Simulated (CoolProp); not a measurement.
Vapour-liquid equilibrium of R1234yf (1) + R227EA (2) at 8.51 bar; x and y are mole fractions of (1).

Computed with CoolProp (multi-fluid Helmholtz-energy mixture model, Lemmon 2022 and Lemmon 2016; pair parameters Bell 2016).

Problem. Give the bubble temperature and the first vapour's composition at x = 0.05, 0.2, 0.95. Is there an azeotrope?

Solution. x = 0.05: 319.5 K, y = 0.065; x = 0.2: 317.1 K, y = 0.248; x = 0.95: 306.9 K, y = 0.962. No azeotrope shows between x = 0.05 and 0.95.

The pair parameters rest on a limited set of measurements; away from them the model extrapolates.
